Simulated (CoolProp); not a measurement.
Computed with CoolProp (reference Helmholtz-energy equation of state, Lemmon 2006). It is a short technical equation, of lower accuracy than the large ones.

Task: For nitrous oxide, give the phase and the Joule-Thomson coefficient (K/MPa) at 187.3 K and 0.0864 MPa; 187.3 K and 0.297 MPa; 187.3 K and 1.02 MPa.

Result: 
- 187.3 K and 0.0864 MPa: gas; Joule-Thomson coefficient 39.7
- 187.3 K and 0.297 MPa: liquid; Joule-Thomson coefficient -0.259
- 187.3 K and 1.02 MPa: liquid; Joule-Thomson coefficient -0.260
